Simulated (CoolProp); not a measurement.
Properties of carbonyl sulfide along the isotherm 347.8 K.

Values from CoolProp's reference Helmholtz-energy equation of state, Lemmon 2006. It is a short technical equation, of lower accuracy than the large ones.

```
p (kPa)  phase           Z  cv (kJ/(kg K))  speed of sound (m/s)  isothermal compressibility (1/MPa)  expansivity (1/kK)
-------  -----  ----------  --------------  --------------------  ----------------------------------  ------------------
10.1       gas      0.9993          0.5913                 243.6                               99.08               2.881
17         gas      0.9988          0.5914                 243.6                               58.89               2.885
28.7       gas      0.9980          0.5916                 243.4                               34.91               2.892
48.4       gas      0.9967          0.5920                 243.2                               20.73               2.904
81.7       gas      0.9944          0.5927                 242.8                               12.31               2.925
138        gas      0.9905          0.5938                 242.2                               7.316               2.960
233        gas      0.9839          0.5956                 241.2                               4.363               3.021
393        gas      0.9726      (withheld)                 239.3                          (withheld)               3.130
663        gas      0.9531          0.6045            (withheld)                               1.586               3.330
1120       gas      0.9183          0.6149                 230.6                              0.9785               3.734
1890       gas      0.8538          0.6360                 220.1                              0.6342               4.691
3180       gas  (withheld)          0.6947                 197.7                              0.4947               8.429
```

**Question.** Fill in the missing entries.

**Answer.** 
- 393, cv (kJ/(kg K)): 0.5988
- 393, isothermal compressibility (1/MPa): 2.618
- 663, speed of sound (m/s): 236.2
- 3180, Z: 0.7173
